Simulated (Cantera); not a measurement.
Input: 1 mol B2H6, 0.081 mol O2, 120 mol N2, held at 1.73 Torr.

These are equilibrium values from Cantera (NASA tables, ideal gas, pure condensed phases), not measurements of a reactor. Candidate condensed phases: B, BN, B2O3, B3O3H3, H2O; 39 gas species. The feed counts by its element totals alone. Kinetics and transport are ignored. All values below are at 1327 °C.

Base state: N2 0.975, H2 0.0241, HBO 0.000626, H 0.000176, BO 0.000104, B2O2 9.40e-5, B2O3 8.87e-5, HBO2 6.99e-5 (mole fractions); condensed: BN(s).

What changes in the equilibrium state with this change: O2 from 0.081 to 1.6 mol?


```
species       before     after
----------  --------  --------
N2             0.975     0.968
H2            0.0241    0.0217
B2O3         8.87e-5   0.00562
HBO2         6.99e-5   0.00392
H2O          2.63e-6  0.000131
B2O2         9.40e-5  0.000108
BO          0.000104  0.000111
H           0.000176  0.000167
HBO         0.000626  0.000635
BN(s), mol      1.86         0
```
